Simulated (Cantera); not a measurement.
Input: 1 mol SiH4, a varied amount of NH3, at 773 K and 133 Pa.

Cantera equilibrium calculation (NASA polynomials, part measured and part estimated; ideal gas, pure solids and liquids). Candidate condensed phases: Si, Si3N4; 18 gas species. Kinetics and transport are ignored.

x: gas mole fraction; n: condensed amount in mol.

```
n(NH3) (mol)   x H2    x N2    x NH3  n Si(s)  n Si3N4(s)
------------  -----  ------  -------  -------  ----------
0.41           1.00  <1e-12   <1e-12      [?]       0.102
0.7            1.00  <1e-12   <1e-12      [?]       0.175
1.2            1.00  <1e-12   <1e-12      [?]       0.300
2.1           0.931  0.0693  1.25e-6        0       0.333
3.6           0.867   0.133  1.55e-6        0       0.333
6.3           0.822   0.178  1.66e-6        0       0.333
11            0.793   0.207  1.70e-6        0       0.333
```

Q: Fill in the missing entries.

A: 
- 0.41, n Si(s): 0.693
- 0.7, n Si(s): 0.475
- 1.2, n Si(s): 0.100
